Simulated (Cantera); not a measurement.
Input: 1 mol C2H2, 0.072 mol NH3, 6.1 mol H2, at 2100 K.

Method: chemical equilibrium by Gibbs-energy minimisation in Cantera with the NASA 1993 tables (ideal gas, pure condensed phases). Candidate condensed phases: C, C6H6, C7H8, C8H18; 92 gas species. Equilibrium is a limit: real reactors are often held back by kinetics, nucleation or transport.

Q: At 2500 Pa, list the 4 most abundant gas species with their mole fractions, and the condensed phases.

A: H2 0.973, H 0.0194, N2 0.00419, C2H2 (acetylene) 0.00141. Condensed: C(graphite).
